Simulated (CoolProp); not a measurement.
Vapour-liquid equilibrium of n-perfluoropentane (1) + n-pentane (2) at 60.85 °C; x and y are mole fractions of (1).

Computed with CoolProp (multi-fluid Helmholtz-energy mixture model, Gao 2022 and Thol 2019; pair parameters Bell 2016).

```tsv
x	bubble pressure, mixture model (kPa)	bubble pressure, Raoult's law (kPa)	y, mixture model	y, Raoult's law
0.05	284.0	223.1	0.244	0.063
0.125	337.3	227.8	0.386	0.155
0.2	361.8	232.5	0.445	0.243
0.275	372.9	237.3	0.475	0.328
0.35	378.2	242.0	0.493	0.409
0.425	381.0	246.7	0.507	0.488
0.5	382.4	251.5	0.523	0.563
0.575	382.2	256.2	0.544	0.635
0.65	379.3	260.9	0.574	0.705
0.725	372.2	265.7	0.615	0.772
0.8	359.0	270.4	0.675	0.837
0.875	338.1	275.1	0.760	0.900
0.95	308.1	279.9	0.884	0.961
```

The largest gap from Raoult's law is +57.1 % in bubble pressure, at x = 0.275. y crosses x between x = 0.5 and 0.575: the model has an azeotrope there.

Pair parameters are fitted to limited data, so mixtures are less certain than the pure fluids. With so large a gap from Raoult's law the liquid may split in two, which this calculation doesn't test in full.
